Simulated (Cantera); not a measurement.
An adiabatic, constant-pressure homogeneous reactor starts with CH4 : C2H6 : C3H8 : O2 : N2 : CO2 = 1 : 0.27 : 0.21 : 7.83 : 46.2 : 7.8 (molar parts), at 1575 K and 92000 Pa. Integrator tolerance rtol = 1e-08.

Computed with Cantera and GRI-Mech 3.0 (53 species, 325 reactions).

**Question.** What does this change do: 0.39 parts H2 added?

**Answer.** 
```
quantity                                                            before                                    after
---------------------------------  ---------------------------------------  ---------------------------------------
time of steepest temperature rise                                  82.8 µs                                  72.5 µs
temperature at 2.00 s                                               2158 K                                   2185 K
equilibrium temperature                                             2158 K                                   2185 K
x(CH4) at 2.00 s                     <1e-12 (gas-phase equilibrium <1e-12)    <1e-12 (gas-phase equilibrium <1e-12)
x(C2H6) at 2.00 s                    <1e-12 (gas-phase equilibrium <1e-12)    <1e-12 (gas-phase equilibrium <1e-12)
x(C3H8) at 2.00 s                    <1e-12 (gas-phase equilibrium <1e-12)    <1e-12 (gas-phase equilibrium <1e-12)
x(OH) at 2.00 s                    0.00233 (gas-phase equilibrium 0.00233)  0.00269 (gas-phase equilibrium 0.00269)
x(C2H4) at 2.00 s                    <1e-12 (gas-phase equilibrium <1e-12)    <1e-12 (gas-phase equilibrium <1e-12)
```
